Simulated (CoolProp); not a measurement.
Cyclopropane along the isotherm 131.85 °C: Z from the reference equation and from simpler models built on Tc = 125.5 °C, pc = 56.05 bar, ω = 0.131; each cubic takes its own stable root.

The numbers come from the reference Helmholtz-energy equation of state, Polt 1992 in CoolProp. This equation is an older, rougher fit; its heat capacities, sound speeds and derivatives of the liquid may be far off and weren't checked against measurements.

```
p (bar)          phase  reference
-------  -------------  ---------
7.01               gas     0.9579
14                 gas     0.9135
21                 gas     0.8661
28                 gas     0.8146
35                 gas     0.7576
42                 gas     0.6923
49                 gas     0.6128
56.1     supercritical     0.4990
63.1     supercritical     0.2673
70.1     supercritical     0.2389
77.1     supercritical     0.2456
84.1     supercritical     0.2572
```

Question: How far does each simpler model (Redlich-Kwong, Soave-Redlich-Kwong, Peng-Robinson) lie from the reference over these 12 states: mean and median of the absolute difference, and the worst?

Answer: 
- Redlich-Kwong: mean 6.2 %, median 0.7 %, worst +19.6 % at 131.85 °C and 70.1 bar
- Soave-Redlich-Kwong: mean 7.1 %, median 1.1 %, worst +21.3 % at 131.85 °C and 70.1 bar
- Peng-Robinson: mean 4.3 %, median 2.6 %, worst +10.7 % at 131.85 °C and 70.1 bar
